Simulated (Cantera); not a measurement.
A perfectly stirred reactor is fed with H2 : O2 : N2 = 1 : 0.556 : 2.09 (molar parts), at 0.710 bar; it is adiabatic with a 550 K inlet, and is followed from long to short residence time, starting on the burning branch (τ in s: 0.16, 0.048, 0.015, 0.0045, 0.0014, 0.00041, 0.00013, 3.8e-05, 1.2e-05, 3.5e-06).

Detailed kinetics in Cantera: the H2/O2 subset of GRI-Mech 3.0, which has no nitrogen chemistry.

Question: Predict: blow-out, bracketed by the residence times tried; x(H2) at τ = 0.160 s; x(O2) at τ = 0.160 s; x(HO2) at τ = 0.160 s; x(H2O2) at τ = 0.160 s; x(OH) at τ = 0.160 s; x(H2) at τ = 0.410 ms; x(O2) at τ = 0.410 ms; x(HO2) at τ = 0.410 ms; x(H2O2) at τ = 0.410 ms; x(OH) at τ = 0.410 ms.

Answer: blow-out, bracketed by the residence times tried: burning at 38.0 µs, out at 12.0 µs
x(H2) at τ = 0.160 s: 0.0109
x(O2) at τ = 0.160 s: 0.0197
x(HO2) at τ = 0.160 s: 3.18e-6
x(H2O2) at τ = 0.160 s: 2.10e-7
x(OH) at τ = 0.160 s: 0.0122
x(H2) at τ = 0.410 ms: 0.0346
x(O2) at τ = 0.410 ms: 0.0312
x(HO2) at τ = 0.410 ms: 9.34e-6
x(H2O2) at τ = 0.410 ms: 4.25e-7
x(OH) at τ = 0.410 ms: 0.0180
